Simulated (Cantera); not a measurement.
## Moist CO burnout

An isothermal, constant-pressure homogeneous reactor starts with 2.51 % CO, 5.11 % O2, 2.78 % H2O, 89.6 % N2, equivalence ratio 0.25, at 1150 K and 9.80 bar.

Computed with Cantera and GRI-Mech 3.0 (53 species, 325 reactions).

| t (s) | x CO | x O2 | x H2O | x CO2 | x H | x OH | x O |
|---|---|---|---|---|---|---|---|
| 0.000100 | 0.0251 | 0.0511 | 0.0278 | 1.33e-7 | 4.13e-10 | 2.24e-9 | 1.10e-8 |
| 0.000209 | 0.0251 | 0.0511 | 0.0278 | 5.86e-7 | 1.06e-9 | 5.70e-9 | 2.01e-8 |
| 0.000436 | 0.0251 | 0.0511 | 0.0278 | 3.82e-6 | 4.44e-9 | 2.39e-8 | 6.62e-8 |
| 0.000911 | 0.0250 | 0.0510 | 0.0278 | 5.26e-5 | 4.12e-8 | 2.26e-7 | 4.89e-7 |
| 0.00190 | 0.0245 | 0.0508 | 0.0278 | 0.000633 | 1.50e-7 | 8.61e-7 | 1.32e-6 |
| 0.00397 | 0.0228 | 0.0500 | 0.0278 | 0.00230 | 1.53e-7 | 9.21e-7 | 1.31e-6 |
| 0.00829 | 0.0198 | 0.0485 | 0.0278 | 0.00540 | 1.35e-7 | 9.02e-7 | 1.16e-6 |
| 0.0173 | 0.0149 | 0.0462 | 0.0279 | 0.0104 | 1.00e-7 | 8.40e-7 | 8.99e-7 |
| 0.0362 | 0.00888 | 0.0433 | 0.0280 | 0.0164 | 5.48e-8 | 7.14e-7 | 5.45e-7 |
| 0.0755 | 0.00392 | 0.0409 | 0.0281 | 0.0214 | 1.91e-8 | 5.20e-7 | 2.24e-7 |
| 0.158 | 0.00134 | 0.0397 | 0.0281 | 0.0241 | 4.29e-9 | 3.13e-7 | 5.99e-8 |
| 0.329 | 0.000392 | 0.0392 | 0.0281 | 0.0250 | 8.09e-10 | 1.75e-7 | 1.27e-8 |
| 0.688 | 9.38e-5 | 0.0391 | 0.0281 | 0.0253 | 1.52e-10 | 1.11e-7 | 2.56e-9 |
| 1.44 | 1.23e-5 | 0.0390 | 0.0281 | 0.0254 | 2.13e-11 | 9.17e-8 | 4.16e-10 |
| 3.00 | 2.29e-8 | 0.0390 | 0.0281 | 0.0254 | <1e-12 | 2.81e-7 | 4.96e-10 |
x: mole fraction; the columns are a selection and need not sum to one.

Equilibrium at this temperature and pressure: CO 2.11e-10, O2 0.0390, H2O 0.0281, CO2 0.0254, H <1e-12, OH 2.91e-7, O 5.28e-10 (gas phase only).
